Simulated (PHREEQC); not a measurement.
A solution holds 4.7e-05 mol Ca(HCO3)2 and 0.00021 mol NaF per kg of water, at 20 °C. Closed to the air; pH follows from the charge balance.

Model: ion-association model, phreeqc.dat, run in PHREEQC.

Each row changes one thing in this solution. This is a speciation only: nothing precipitates in the calculation.

```
case                                                 pH  ionic strength (mol/kgw)  CO2 (mol/kgw)  CO3-2 (mol/kgw)  NaF (mol/kgw)  NaHCO3 (mol/kgw)
-------------------------------------------------  ----  ------------------------  -------------  ---------------  -------------  ----------------
as made                                            8.14                  0.000351        1.57e-6          5.70e-7        2.43e-8           1.07e-8
8.8e-05 mol/kgw LiOH added                         9.94                  0.000460        1.81e-8          2.59e-5        2.42e-8           7.69e-9
Ca(HCO3)2 from 4.7e-05 to 4.7e-06 mol/kgw          7.74                  0.000224              …                …        2.45e-8           1.06e-9
NaF from 0.00021 to 0.0021 mol/kgw                 8.12                   0.00224        1.57e-6          5.99e-7              …           1.00e-7
Ca(HCO3)2 replaced by Li2CO3 at the same molality  9.73                         …        1.65e-8          9.15e-6        2.44e-8           4.41e-9
Ca(HCO3)2 from 4.7e-05 to 7.05e-05 mol/kgw         8.19                  0.000422        2.11e-6                …        2.42e-8           1.60e-8
```

### Question
Complete the blanks.

### Answer

- Ca(HCO3)2 from 4.7e-05 to 4.7e-06 mol/kgw, CO2 (mol/kgw): 3.84e-7
- Ca(HCO3)2 from 4.7e-05 to 4.7e-06 mol/kgw, CO3-2 (mol/kgw): 2.21e-8
- NaF from 0.00021 to 0.0021 mol/kgw, NaF (mol/kgw): 2.28e-6
- Ca(HCO3)2 replaced by Li2CO3 at the same molality, ionic strength (mol/kgw): 0.000313
- Ca(HCO3)2 from 4.7e-05 to 7.05e-05 mol/kgw, CO3-2 (mol/kgw): 9.54e-7

Some of these states are supersaturated (in Fluorite, for instance).
